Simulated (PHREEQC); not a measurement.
Solution (25 °C): 0.46 mol/kgw CuCl2, 0.027 mol/kgw H2SO4 and 0.00034 mol/kgw KCl. Closed to the air; pH follows from the charge balance.

Model: ion-association model, phreeqc.dat, run in PHREEQC.

| quantity | before | after |
|---|---|---|
| pH | 1.45 | 1.50 |
| ionic strength (mol/kgw) | 1.10 | 0.802 |
| Cl- (mol/kgw) | 0.763 | 0.601 |
| SO4-2 (mol/kgw) | 0.00878 | 0.00759 |
| HSO4- (mol/kgw) | 0.00560 | 0.0112 |

Problem. Name the change that produced these shifts.
(A) KCl left out
(B) KCl replaced by AlCl3 at the same molality
(C) temperature from 25 to 85 °C
(D) temperature from 25 to 60 °C
(E) CuCl2 left out

Solution. D, temperature from 25 to 60 °C

No solid was allowed to form. The ionic strength passes 0.7 mol/kgw, the rough limit of the ion-association models, in every such run. Constants without temperature data keep their 25 °C values here.
